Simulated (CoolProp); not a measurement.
Dimethyl carbonate at several states: fugacity coefficient from the reference equation and from simpler models built on Tc = 557.0 K, pc = 4.909 MPa, ω = 0.346; each cubic takes its own stable root.

Values from CoolProp's reference Helmholtz-energy equation of state, Zhou 2011.

```csv
T (K),p (MPa),phase,reference,van der Waals,Redlich-Kwong,Soave-Redlich-Kwong
305.7,0.0911,liquid,…,0.9782,…,…
375.6,0.134,gas,0.9667,…,…,…
598.4,1.83,gas,0.9009,0.9079,…,…
474.6,0.105,gas,0.9877,0.9907,0.9885,0.9876
```

**Question.** Complete the blanks.

**Answer.** 
- 305.7, reference: 0.1158
- 305.7, Redlich-Kwong: 0.4008
- 305.7, Soave-Redlich-Kwong: 0.1096
- 375.6, van der Waals: 0.9797
- 375.6, Redlich-Kwong: 0.9723
- 375.6, Soave-Redlich-Kwong: 0.9679
- 598.4, Redlich-Kwong: 0.8991
- 598.4, Soave-Redlich-Kwong: 0.9042

At some of these states van der Waals gives the other phase, because its saturation line lies elsewhere.
